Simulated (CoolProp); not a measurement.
Vapour-liquid equilibrium of carbon dioxide (1) + R134a (2) at -19.15 °C; x and y are mole fractions of (1).

Model: multi-fluid Helmholtz-energy mixture model, Span 1996 and Tillner-Roth 1994; pair parameters Bell 2016, in CoolProp.

| x | bubble pressure (MPa) | y at the bubble point | dew pressure at overall composition x (MPa) | liquid density (mol/L) |
|---|---|---|---|---|
| 0.05 | 0.2094 | 0.361 | 0.1446 | 13.61 |
| 0.125 | 0.3299 | 0.616 | 0.1563 | 14.12 |
| 0.2 | 0.4619 | 0.742 | 0.1701 | 14.66 |
| 0.275 | 0.6011 | 0.815 | 0.1865 | 15.23 |
| 0.35 | 0.7439 | 0.861 | 0.2063 | 15.84 |
| 0.425 | 0.8875 | 0.893 | 0.2307 | 16.48 |
| 0.5 | 1.030 | 0.916 | 0.2616 | 17.17 |
| 0.575 | 1.172 | 0.934 | 0.3022 | 17.91 |
| 0.65 | 1.313 | 0.949 | 0.3577 | 18.70 |
| 0.725 | 1.454 | 0.961 | 0.4384 | 19.55 |
| 0.8 | 1.599 | 0.973 | 0.5666 | 20.47 |
| 0.875 | 1.749 | 0.983 | 0.8002 | 21.47 |
| 0.95 | 1.909 | 0.993 | 1.324 | 22.56 |

No azeotrope shows between x = 0.05 and 0.95.

Pair parameters are fitted to limited data, so mixtures are less certain than the pure fluids.
